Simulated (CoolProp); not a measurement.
A single-stage vapour-compression cycle with ammonia: evaporating at 287.15 K (dew point), condensing at 338.15 K (bubble point), superheat 10 K, subcooling 0 K, compressor efficiency 0.85, no pressure losses. Each further row changes one setting.

The numbers come from the reference Helmholtz-energy equation of state, Gao 2020 in CoolProp.

| case | cooling COP | pressure ratio | discharge temperature (K) | refrigerating effect (kJ/kg) | volumetric capacity (kJ/m³) |
|---|---|---|---|---|---|
| as stated | 3.74 | 4.19 | 425.1 | 985 | 5200 |
| evaporating temperature 292.15 K | 4.30 | 3.55 | 414.9 | 990 | 6110 |
| condensing temperature 333.15 K | 4.25 | 3.71 | 413.0 | 1010 | 5340 |
| subcooling 5 K | 3.84 | 4.19 | 425.1 | 1010 | 5340 |
| superheat 20 K | 3.67 | 4.19 | 439.4 | 1010 | 5110 |
| compressor efficiency 0.75 | 3.30 | 4.19 | 437.9 | 985 | 5200 |
